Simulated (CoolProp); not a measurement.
Acetone along the isotherm 550 K: Z from the reference equation and from simpler models built on Tc = 508.1 K, pc = 46.92 bar, ω = 0.307; each cubic takes its own stable root.

Values from CoolProp's reference Helmholtz-energy equation of state, Lemmon 2006. It is a short technical equation, of lower accuracy than the large ones.

```tsv
p (bar)	phase	reference
0.742	gas	0.9953
1.25	gas	0.9920
2.11	gas	0.9865
3.57	gas	0.9771
6.02	gas	0.9611
10.2	gas	0.9335
17.1	gas	0.8867
28.9	gas	0.8022
48.8	supercritical	0.6412
82.4	supercritical	0.3350
139	supercritical	0.3898
235	supercritical	0.5719
```

Question: How far does each simpler model (van der Waals, Redlich-Kwong, Soave-Redlich-Kwong, Peng-Robinson) lie from the reference over these 12 states: mean and median of the absolute difference, and the worst?

Answer: 
- van der Waals: mean 11.6 %, median 1.4 %, worst +53.5 % at 550 K and 235 bar
- Redlich-Kwong: mean 6.4 %, median 0.8 %, worst +27.5 % at 550 K and 139 bar
- Soave-Redlich-Kwong: mean 9.0 %, median 1.3 %, worst +34.6 % at 550 K and 82.4 bar
- Peng-Robinson: mean 5.4 %, median 0.2 %, worst +25.5 % at 550 K and 82.4 bar
